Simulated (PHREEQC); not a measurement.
Make-up at 25 °C: 27 mmol/kgw HF, 0.035 mmol/kgw (CH3)4NF and 0.0029 mmol/kgw H4SiO4. Closed to the air; pH follows from the charge balance.

Model: ion-association model, phreeqc.dat, run in PHREEQC.

No solid was allowed to form.

Order these F species by the share of F that they hold, largest first: HF2-, HF, F-.

HF (83 %), F- (15 %), HF2- (2.5 %)

The pH is 2.40 and the ionic strength 0.00433 mol/kgw. Species that the database lacks are ignored. (CH3)4N+ isn't in the database: it is added as a free cation with an ion size of 4 Å. SiF6-2 is the database's only silicon fluoride.
